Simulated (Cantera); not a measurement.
An isothermal, constant-pressure homogeneous reactor starts with 1.02 % C₂H₆, 98.7 % N₂, 0.275 % H₂O, at 1400 K and 1.28 Torr.

Detailed kinetics in Cantera: GRI-Mech 3.0 (53 species, 325 reactions). GRI-Mech 3.0 stops at C3 and has no aromatics, soot or wall deposition, so with more carbon than oxygen in the feed, carbon stays in small species such as C2H2 where larger ones or solid carbon would form. Radical loss at walls, strong at low pressure, is not modelled.

**Question.** Predict: x(C₂H₆) at 40.0 s; x(CH₂) at 40.0 s; x(C₂H) at 40.0 s; x(CH₄) at 40.0 s; x(C₂H₂) at 40.0 s.

**Answer.** 
```
Property                                             Result
-----------------  ----------------------------------------
x(C₂H₆) at 40.0 s    9.59e-8 (gas-phase equilibrium <1e-12)
x(CH₂) at 40.0 s   7.61e-9 (gas-phase equilibrium 4.88e-12)
x(C₂H) at 40.0 s   5.11e-9 (gas-phase equilibrium 8.53e-10)
x(CH₄) at 40.0 s    0.00163 (gas-phase equilibrium 5.73e-7)
x(C₂H₂) at 40.0 s   0.00913 (gas-phase equilibrium 0.00115)
```
